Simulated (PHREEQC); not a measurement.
Dissolve 160 mmol/kgw MnSO4 and 0.24 mmol/kgw NaCl at 25 °C. Closed to the air; pH follows from the charge balance.

Equilibrium calculation in PHREEQC: ion-association model with the Debye-Hückel limiting law, phreeqc.dat.

Question: The ionic strength comes out as 0.630 mol/kgw. What activity coefficients do MnCl+, Mn+2, SO4-2, Na+, Cl- get?

Answer: MnCl+ 0.39, Mn+2 0.024, SO4-2 0.024, Na+ 0.39, Cl- 0.39.

This is a speciation only: nothing precipitates in the calculation.
